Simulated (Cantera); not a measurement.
A Cantera script and what it prints.

```python
import numpy as np
import cantera as ct

gas_names = """
    H H2 N NH NH2 NH3 N2 N2H2 N2H4 Zr ZrN
""".split()
cond_names = """
    Zr(a) Zr(b) Zr(L) ZrN(s) ZrN(L)
""".split()


# ... load() reads the species with a 1 bar reference pressure and builds the phases ...
atoms = {
    'Zr': {'Zr': 1},
    'NH3': {'N': 1, 'H': 3},
    'H2': {'H': 2},
}
top_T = {}  # K; cautious upper limits of use, not melting points


# ... equilibrate(T, P, feed) seeds the gas with the atoms and calls Mixture.equilibrate('TP', solver="vcs", rtol=1e-11, max_steps=5000) ...
results = []
feed = {'Zr': 1, 'NH3': 0.16, 'H2': 29}  # mol
P = 2.5  # Pa
for T in [2100, 2125, 2150, 2175, 2200, 2225, 2250, 2275, 2300, 2325, 2350, 2375, 2400, 2425]:
    mix = equilibrate(T, P, feed)
    results.append((T, P, feed, dict(zip(mix.species_names, mix.species_moles))))

top = {s: max(r[3][s] / sum(r[3][g] for g in gas_names) for r in results) for s in gas_names}
cols = sorted((s for s in top if top[s] > 1e-05), key=lambda s: -top[s])[:8]
seen = [c for c in cond_names if any(r[3].get(c, 0) > 1e-12 for r in results)]
print("log10 of partial pressures in bar; condensed amounts in mol")
print(f"{'T/K':>10s}" + "".join(f"{s[:9]:>10s}" for s in cols + seen))
for T, P, feed, n in results:
    ng = sum(n[g] for g in gas_names)
    print(f"{T:10.4g}" + "".join(f"{np.log10(max(n[s] / ng * P / 1e5, 1e-99)):10.3f}" for s in cols)
          + "".join(f"{n.get(c, 0):10.4g}" for c in seen))
```

Result:

```
log10 of partial pressures in bar; condensed amounts in mol
       T/K         H        H2        Zr        N2     Zr(b)     Zr(L)    ZrN(s)
      2100    -4.941    -4.869    -7.862    -8.622    0.8264         0    0.1527
      2125    -4.896    -4.911    -7.686    -8.414         0    0.8198    0.1479
      2150    -4.855    -4.959    -7.520    -8.198         0    0.8115    0.1394
      2175    -4.818    -5.012    -7.358    -7.988         0    0.8008    0.1253
      2200    -4.785    -5.071    -7.200    -7.782         0    0.7875    0.1022
      2225    -4.756    -5.134    -7.046    -7.581         0     0.772   0.06469
      2250    -4.731    -5.204    -6.895    -7.384         0    0.7558  0.004655
      2275    -4.710    -5.278    -6.747    -7.386         0    0.6519         0
      2300    -4.692    -5.356    -6.603    -7.400         0    0.4991         0
      2325    -4.678    -5.439    -6.462    -7.413         0    0.2856         0
      2350    -4.667    -5.526    -6.328    -7.425         0         0         0
      2375    -4.656    -5.612    -6.336    -7.433         0         0         0
      2400    -4.648    -5.698    -6.344    -7.441         0         0         0
      2425    -4.640    -5.787    -6.350    -7.447         0         0         0
```

Equilibrium computed with Cantera from the NASA thermochemical tables; the gas is ideal and each condensed phase is pure. Mutual solubility and eutectic melting of coexisting phases are not modelled. ZrN: taken at fixed stoichiometry. Condensed phases not in the tables: N, O or C dissolved in the metal.
